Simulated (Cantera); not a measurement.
## N2O furnace oxynitridation

An isothermal, constant-pressure homogeneous reactor starts with 94.8 % N₂O, 5.21 % N₂, at 1200 K and 100.0 Torr.

Model: GRI-Mech 3.0 (53 species, 325 reactions), integrated in Cantera. GRI-Mech 3.0 was tuned for natural gas; its chemistry of N2O as a main component is partial and can be far from experiment. The mechanism lacks the step 2 NO + O2 → 2 NO2, which can matter for NO2 below about 1400 K. The temperature is held fixed by assumption; the heat of reaction is taken as removed at once.

| t (s) | x N₂O | x N₂ | x NO | x O₂ | x O |
|---|---|---|---|---|---|
| 4.00e-6 | 0.948 | 0.0521 | 1.35e-9 | 5.76e-9 | 1.48e-7 |
| 1.39e-5 | 0.948 | 0.0521 | 1.51e-8 | 6.44e-8 | 4.65e-7 |
| 4.80e-5 | 0.948 | 0.0521 | 1.46e-7 | 6.23e-7 | 1.16e-6 |
| 0.000167 | 0.948 | 0.0521 | 9.82e-7 | 4.19e-6 | 1.77e-6 |
| 0.000577 | 0.948 | 0.0522 | 4.30e-6 | 1.84e-5 | 1.82e-6 |
| 0.00200 | 0.948 | 0.0523 | 1.59e-5 | 6.77e-5 | 1.82e-6 |
| 0.00693 | 0.947 | 0.0526 | 5.59e-5 | 0.000238 | 1.82e-6 |
| 0.0240 | 0.945 | 0.0538 | 0.000194 | 0.000829 | 1.82e-6 |
| 0.0833 | 0.938 | 0.0580 | 0.000671 | 0.00286 | 1.82e-6 |
| 0.289 | 0.916 | 0.0722 | 0.00229 | 0.00977 | 1.82e-6 |
| 1.00 | 0.842 | 0.118 | 0.00749 | 0.0320 | 1.81e-6 |
x: mole fraction; the columns are a selection and need not sum to one.

Equilibrium at this temperature and pressure: N₂O 5.36e-9, N₂ 0.678, NO 0.000226, O₂ 0.321, O 3.92e-8 (gas phase only).
